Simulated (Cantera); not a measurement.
A Cantera script and what it prints.

```python
import numpy as np
import cantera as ct

gas_names = """
    F F2 N NF NF2 NF3 N2 Si SiF SiF2 SiF3 SiF4 SiN Si2 Si2N Si3
""".split()
cond_names = """
    Si(cr) Si(L) Si3N4(a)
""".split()


def load(file, names, dense=False):
    # The tables refer to 1 bar. Condensed volumes are neglected.
    table = {s.name: s for s in ct.Species.list_from_file(file)}
    out = []
    for n in names:
        d = dict(table[n].input_data)
        d["thermo"] = dict(d["thermo"], **{"reference-pressure": 1e5})
        if dense:
            d["equation-of-state"] = {"model": "constant-volume", "density": "1e6 g/cm^3"}
        out.append(ct.Species.from_dict(d))
    return out


gas = ct.Solution(thermo="ideal-gas", species=load("nasa_gas.yaml", gas_names))
cond = {s.name: ct.Solution(thermo="fixed-stoichiometry", species=[s], name=s.name)
        for s in load("nasa_condensed.yaml", cond_names, dense=True)}
atoms = {
    'Si3N4': {'Si': 3, 'N': 4},
    'F2': {'F': 2},
    'N2': {'N': 2},
}
top_T = {'Si3N4(a)': 2400}  # K; cautious upper limits of use, not melting points


def equilibrate(T, P, feed):
    n = {}
    for name, mol in feed.items():
        for a, k in atoms[name].items():
            n[a] = n.get(a, 0.0) + k * mol
    gas.TPX = T, P, n
    mass = sum(n.values()) * gas.mean_molecular_weight
    gas.equilibrate("TP")
    valid = [c for c in cond.values() if c.min_temp <= T <= top_T.get(c.name, c.max_temp)]
    mix = ct.Mixture([(gas, mass / gas.mean_molecular_weight)] + [(c, 0.0) for c in valid])
    mix.T, mix.P = T, P
    mix.equilibrate("TP", solver="vcs", rtol=1e-11, max_steps=5000)
    return mix


results = []
T = 725  # K
P = 10000  # Pa
for m in [1.5, 2.2, 2.8, 3.4, 4, 4.6, 5.2, 5.8, 6.4, 7]:
    feed = {'Si3N4': 1, 'F2': m, 'N2': 2.4}  # mol
    mix = equilibrate(T, P, feed)
    results.append((T, P, feed, dict(zip(mix.species_names, mix.species_moles))))

top = {s: max(r[3][s] / sum(r[3][g] for g in gas_names) for r in results) for s in gas_names}
cols = sorted((s for s in top if top[s] > 0.001), key=lambda s: -top[s])[:8]
seen = [c for c in cond_names if any(r[3].get(c, 0) > 1e-12 for r in results)]
print("log10 of partial pressures in bar; condensed amounts in mol")
print(f"{'n(F2)':>10s}" + "".join(f"{s[:9]:>10s}" for s in cols + seen))
for T, P, feed, n in results:
    ng = sum(n[g] for g in gas_names)
    print(f"{feed['F2']:10.4g}" + "".join(f"{np.log10(max(n[s] / ng * P / 1e5, 1e-99)):10.3f}" for s in cols)
          + "".join(f"{n.get(c, 0):10.4g}" for c in seen))
```

Result:

```
log10 of partial pressures in bar; condensed amounts in mol
     n(F2)        N2      SiF4       NF3        F2         F  Si3N4(a)
       1.5    -1.100    -1.687   -72.736   -49.585   -27.424      0.75
       2.2    -1.131    -1.585   -72.691   -49.544   -27.404    0.6333
       2.8    -1.152    -1.529   -72.670   -49.523   -27.394    0.5333
       3.4    -1.171    -1.488   -72.658   -49.509   -27.386    0.4333
         4    -1.186    -1.457   -72.651   -49.499   -27.381    0.3333
       4.6    -1.200    -1.433   -72.646   -49.491   -27.377    0.2333
       5.2    -1.212    -1.413   -72.643   -49.485   -27.375    0.1333
       5.8    -1.223    -1.397   -72.641   -49.481   -27.372   0.03333
       6.4    -1.248    -1.405    -2.621    -2.792    -4.028         0
         7    -1.280    -1.421    -2.202    -2.502    -3.883         0
```

Method: chemical equilibrium by Gibbs-energy minimisation in Cantera with the NASA 1993 tables (ideal gas, pure condensed phases).
